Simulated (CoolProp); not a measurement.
A single-stage vapour-compression cycle with R125: evaporating at 278.15 K (dew point), condensing at 329.15 K (bubble point), superheat 8 K, subcooling 0 K, compressor efficiency 0.6, no pressure losses. Each further row changes one setting.

Computed with CoolProp (reference Helmholtz-energy equation of state, Lemmon 2005).

```tsv
case	cooling COP	pressure ratio	discharge temperature (K)	refrigerating effect (kJ/kg)	volumetric capacity (kJ/m³)
as stated	1.73	3.71	350.3	60.9	2850
evaporating temperature 283.15 K	2.04	3.19	348.9	63.4	3450
condensing temperature 324.15 K	(withheld)	3.31	344.4	70.1	(withheld)
subcooling 5 K	2.02	3.71	350.3	71.1	3320
superheat 18 K	1.85	3.71	(withheld)	69.9	3080
compressor efficiency 0.5	1.44	3.71	356.1	60.9	2850
```

Question: Some entries are withheld; supply them.

Answer: 
- condensing temperature 324.15 K, cooling COP: 2.17
- condensing temperature 324.15 K, volumetric capacity (kJ/m³): 3280
- superheat 18 K, discharge temperature (K): 360.0
